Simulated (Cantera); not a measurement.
A Cantera script and what it prints.

```python
import numpy as np
import cantera as ct

gas_names = """
    NO2 N2 B2O2
""".split()
cond_names = """
    BN(s)
""".split()


# ... load() reads the species with a 1 bar reference pressure and builds the phases ...
species = {s.name: s for s in load("nasa_gas.yaml", gas_names) + load("nasa_condensed.yaml", cond_names)}
# Each term lists the table entries of one substance; the one whose range holds T is used.
reactions = {
    '4 BN + 2 NO2(g) = 3 N2(g) + 2 B2O2(g)':
        [(-4, ['BN(s)']), (-2, ['NO2']), (3, ['N2']), (2, ['B2O2'])],
}


def pick(names, T):
    return next(species[n] for n in names if species[n].thermo.min_temp <= T <= species[n].thermo.max_temp)


results = []
for label, terms in reactions.items():
    print(label)
    print("     T/K   dH/kJ  dS/(J/K)   dG/kJ   log10 K")
    for T in [1273, 1373, 1473, 1573, 1673, 1773, 1873]:
        used = [(nu, pick(names, T)) for nu, names in terms]
        dH = sum(nu * s.thermo.h(T) for nu, s in used) / 1e6
        dS = sum(nu * s.thermo.s(T) for nu, s in used) / 1e3
        dG = dH - T * dS / 1e3
        logK = -dG * 1e6 / (ct.gas_constant * T * np.log(10))
        results.append((label, T, dH, dS, dG, logK, [s.name for _, s in used]))
        print(f"{T:8g} {dH:8.1f} {dS:8.1f} {dG:8.1f} {logK:8.2f}")
```

Result:

```
4 BN + 2 NO2(g) = 3 N2(g) + 2 B2O2(g)
     T/K   dH/kJ  dS/(J/K)   dG/kJ   log10 K
    1273     12.9    519.9   -648.9    26.63
    1373      9.4    517.2   -700.7    26.66
    1473      5.7    514.6   -752.3    26.68
    1573      2.0    512.2   -803.7    26.69
    1673     -1.8    509.9   -854.8    26.69
    1773     -5.6    507.7   -905.7    26.68
    1873     -9.4    505.6   -956.3    26.67
```

Source: NASA polynomial tables (part measured, part estimated), evaluated in Cantera. Condensed species are held in their standard states even where they would react or evaporate.
